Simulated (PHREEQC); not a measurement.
Consider water at 70 °C with 10 mmol/kgw K2CO3. Closed to the air; pH follows from the charge balance.

All values are PHREEQC results (ion-association model, phreeqc.dat), not measurements.

No solid was allowed to form.

Task: Predict the pH, ionic strength.

Result: pH 10.23; ionic strength 0.0267 mol/kgw.

Task: In which forms is C present?

Result: CO3-2 67 %, HCO3- 33 % of the C.

Constants without temperature data keep their 25 °C values here.
